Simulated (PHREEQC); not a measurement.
## Alkaline etch or developer: speciation

Solution (63 °C): 140 mmol/kgw TMAH and 8 mmol/kgw Na2CO3. Closed to the air; pH follows from the charge balance.

All values are PHREEQC results (ion-association model, wateq4f.dat), not measurements.

Precipitation was switched off in this run.

**Question.** Estimate the pH, ionic strength.

**Answer.** pH 11.96; ionic strength 0.159 mol/kgw.

**Question.** In which forms is C present?

**Answer.** CO3-2 70 %, NaCO3- 30 % of the C.

(CH3)4N+ isn't in the database: it is added as a free cation with an ion size of 4 Å. At this temperature some constants are extrapolated from 25 °C, and those without enthalpy data are left unchanged.
